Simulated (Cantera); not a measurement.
Cantera run:

```python
import numpy as np
import cantera as ct

gas_names = """
    O3 PbCL2 PbO CL
""".split()
cond_names = """

""".split()


def load(file, names, dense=False):
    # The tables refer to 1 bar. Condensed volumes are neglected.
    table = {s.name: s for s in ct.Species.list_from_file(file)}
    out = []
    for n in names:
        d = dict(table[n].input_data)
        d["thermo"] = dict(d["thermo"], **{"reference-pressure": 1e5})
        if dense:
            d["equation-of-state"] = {"model": "constant-volume", "density": "1e6 g/cm^3"}
        out.append(ct.Species.from_dict(d))
    return out


species = {s.name: s for s in load("nasa_gas.yaml", gas_names) + load("nasa_condensed.yaml", cond_names)}
# Each term lists the table entries of one substance; the one whose range holds T is used.
reactions = {
    'O3(g) + 3 PbCl2(g) = 3 PbO(g) + 6 Cl(g)':
        [(-1, ['O3']), (-3, ['PbCL2']), (3, ['PbO']), (6, ['CL'])],
}


def pick(names, T):
    return next(species[n] for n in names if species[n].thermo.min_temp <= T <= species[n].thermo.max_temp)


results = []
for label, terms in reactions.items():
    print(label)
    print("     T/K   dH/kJ  dS/(J/K)   dG/kJ   log10 K")
    for T in [623, 773, 923, 1073, 1223, 1373, 1523, 1673, 1823, 1973, 2123]:
        used = [(nu, pick(names, T)) for nu, names in terms]
        dH = sum(nu * s.thermo.h(T) for nu, s in used) / 1e6
        dS = sum(nu * s.thermo.s(T) for nu, s in used) / 1e3
        dG = dH - T * dS / 1e3
        logK = -dG * 1e6 / (ct.gas_constant * T * np.log(10))
        results.append((label, T, dH, dS, dG, logK, [s.name for _, s in used]))
        print(f"{T:8g} {dH:8.1f} {dS:8.1f} {dG:8.1f} {logK:8.2f}")
```

Result:

```
O3(g) + 3 PbCl2(g) = 3 PbO(g) + 6 Cl(g)
     T/K   dH/kJ  dS/(J/K)   dG/kJ   log10 K
     623   1326.6    537.8    991.5   -83.13
     773   1329.6    542.1    910.5   -61.53
     923   1332.1    545.1    829.0   -46.91
    1073   1334.4    547.4    747.0   -36.37
    1223   1336.6    549.3    664.8   -28.39
    1373   1338.5    550.8    582.3   -22.15
    1523   1340.2    551.9    499.5   -17.13
    1673   1341.4    552.7    416.7   -13.01
    1823   1342.1    553.1    333.8    -9.56
    1973   1342.3    553.2    250.8    -6.64
    2123   1341.9    553.0    167.8    -4.13
```

Source: NASA polynomial tables (part measured, part estimated), evaluated in Cantera. Condensed species are held in their standard states even where they would react or evaporate.
